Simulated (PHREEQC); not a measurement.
0.18 g of hydrous ferric oxide (600 m²/g; 0.2 weak and 0.005 strong sites per Fe, Dzombak-Morel constants, diffuse double layer) in 1 kg of water with 0.05 mol/kgw of an inert sodium salt and 1.5e-05 mol/kgw ZnCl2 and 1.7e-05 mol/kgw ZnSO4, at 25 °C; the pH is set by adding NaOH or the inert anion's acid. Oxygen alone is held at its pressure in air (log pO2 = -0.68). No CO2 enters from the air. Precipitation was switched off in this run.

The series has 17 steps of pH, from 3 to 9.

Computed with PHREEQC (ion-association model, wateq4f.dat).

Question: Near which pH is half of the Zn sorbed, and on which side is more sorbed?

Answer: Near pH 6.7, with more sorbed at higher pH.

Question: Near which pH is half of the S sorbed, and on which side is more sorbed?

Answer: Near pH 6.2, with more sorbed at lower pH.

The oxide is taken as insoluble; below pH 4 it would dissolve.
